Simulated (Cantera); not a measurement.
Charge: 1 mol MgCO3, 1.1 mol CO2, 8.9 mol H2O, equilibrated at 5850 Torr.

Equilibrium computed with Cantera from the NASA thermochemical tables; the gas is ideal and each condensed phase is pure. Candidate condensed phases: C, C6H6, C7H8, C8H18, H2O, Mg, MgCO3, MgO, Mg(OH)2; 116 gas species. Rates play no part.

x: gas mole fraction; n: condensed amount in mol.

```tsv
T (K)	x H2O	x CO2	x CO	x H2	x O2	n MgO(s)
1373	0.809	0.191	1.06e-5	2.19e-5	1.54e-5	1.00
1448	0.809	0.191	2.57e-5	4.60e-5	3.36e-5	1.000
1523	0.809	0.191	5.70e-5	8.99e-5	6.80e-5	1.000
1598	0.809	0.191	0.000117	0.000165	0.000129	1.000
1673	0.809	0.191	0.000224	0.000287	0.000232	1.000
1748	0.808	0.190	0.000405	0.000476	0.000396	1.000
1823	0.808	0.190	___	___	___	1.000
1898	0.807	0.190	0.00114	0.00116	0.00102	1.000
1973	0.805	0.189	0.00181	0.00172	0.00154	1.000
2048	0.803	0.188	0.00276	0.00248	0.00227	0.999
2123	0.801	0.186	___	___	___	0.999
2198	0.797	0.184	0.00583	0.00479	0.00451	0.999
```

Question: Fill in the missing entries.

Answer: 
- 2123, x CO: 0.00407
- 2123, x H2: 0.00349
- 2123, x O2: 0.00324
- 1823, x CO: 0.000696
- 1823, x H2: 0.000756
- 1823, x O2: 0.000647
